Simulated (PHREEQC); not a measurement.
A made-up water analysis in mg/L, 35 °C, pH 6.55, pe 11.5: Na 0.0679; K 0.0178; Ca 0.0205; Mg 0.00882; Cl 0.0574; S(6) as SO4 0.0536; Alkalinity as HCO3 0.42; N(5) as NO3 0.00127.

Valence states are taken as typed.

Equilibrium calculation in PHREEQC: ion-association model, wateq4f.dat.

```json
{
  "ionic_strength": "9.11e-6 mol/kgw",
  "charge_balance_error": "-29.2 %"
}
```

```
species  molality  activity   log γ
-------  --------  --------  ------
HCO3-     7.09e-6   7.06e-6  -0.002
CO2       4.07e-6   4.07e-6   0.000
Na+       2.95e-6   2.94e-6  -0.002
Cl-       1.62e-6   1.61e-6  -0.002
SO4-2     5.58e-7   5.50e-7  -0.006
Ca+2      5.11e-7   5.04e-7  -0.006
K+        4.55e-7   4.54e-7  -0.002
```

No solid was allowed to form. Complexes and solids missing from the database can't appear.
